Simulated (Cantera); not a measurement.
Cantera run, input and output.

```python
import numpy as np
import cantera as ct

gas = ct.Solution("h2o2.yaml")
gas.TPX = 648, 22000, {'H2': 1, 'O2': 0.18, 'N2': 0.855}
flame = ct.FreeFlame(gas, width=0.12)
flame.set_refine_criteria(ratio=3, slope=0.08, curve=0.16)
flame.transport_model = "mixture-averaged"
flame.solve(loglevel=0, auto=True)
z, T = flame.grid, flame.T
thick = (T[-1] - T[0]) / np.gradient(T, z).max()
show = ['H2', 'O2', 'H', 'O', 'HO2', 'H2O']
print(f"laminar burning velocity  {flame.velocity[0] * 100:.3f} cm/s")
print(f"burnt temperature         {T[-1]:.1f} K")
print(f"thermal thickness         {thick * 1e3:.4f} mm")
print(f"grid points               {len(z)}")
z0 = z[flame.heat_release_rate.argmax()]
print(f"{'z/mm':>9s}{'T/K':>9s}{'u/(m/s)':>9s}" + "".join(f"{s:>11s}" for s in show))
rows = []
for k in (-3, -2, -1.5, -1, -0.5, -0.25, 0, 0.25, 0.5, 1, 2, 4, 8):
    zz = z0 + k * thick
    rows.append([k * thick, np.interp(zz, z, T), np.interp(zz, z, flame.velocity),
                 *(np.interp(zz, z, flame.X[gas.species_index(s)]) for s in show)])
    print(f"{rows[-1][0] * 1e3:9.3f}{rows[-1][1]:9.1f}{rows[-1][2]:9.3f}" + "".join(f"{x:11.3e}" for x in rows[-1][3:]))
```

Output:

```
laminar burning velocity  694.243 cm/s
burnt temperature         1991.7 K
thermal thickness         3.6476 mm
grid points               154
     z/mm      T/K  u/(m/s)         H2         O2          H          O        HO2        H2O
  -10.943    648.0    6.942  4.914e-01  8.845e-02  5.644e-14  5.641e-16  2.380e-12  5.982e-14
   -7.295    648.0    6.942  4.914e-01  8.845e-02  8.554e-11  7.780e-13  3.513e-10  1.408e-11
   -5.471    648.0    6.942  4.914e-01  8.845e-02  6.409e-09  5.465e-11  1.654e-08  6.898e-10
   -3.648    648.0    6.943  4.914e-01  8.845e-02  1.634e-06  1.294e-08  1.940e-06  3.160e-07
   -1.824    663.8    7.097  4.889e-01  8.811e-02  7.980e-04  1.296e-05  4.329e-05  1.077e-03
   -0.912    782.1    8.267  4.662e-01  8.393e-02  1.095e-02  2.162e-04  2.978e-05  1.244e-02
    0.000   1084.6   11.221  3.641e-01  4.866e-02  6.252e-02  2.131e-03  1.257e-05  8.718e-02
    0.912   1292.1   13.299  2.866e-01  5.885e-03  9.713e-02  1.043e-03  1.496e-06  1.711e-01
    1.824   1370.5   14.046  2.820e-01  5.075e-04  9.416e-02  3.922e-04  1.201e-07  1.827e-01
    3.648   1457.1   14.843  2.892e-01  1.028e-04  8.278e-02  3.283e-04  2.321e-08  1.845e-01
    7.295   1554.7   15.723  2.987e-01  8.086e-05  6.874e-02  2.836e-04  1.731e-08  1.857e-01
   14.591   1655.0   16.609  3.086e-01  5.838e-05  5.390e-02  2.126e-04  1.242e-08  1.872e-01
   29.181   1748.4   17.417  3.180e-01  3.605e-05  3.978e-02  1.357e-04  8.094e-09  1.889e-01
```

Detailed kinetics in Cantera: the H2/O2 subset of GRI-Mech 3.0, which has no nitrogen chemistry. Burning velocities carry a grid error of a few per cent, more on coarse grids.
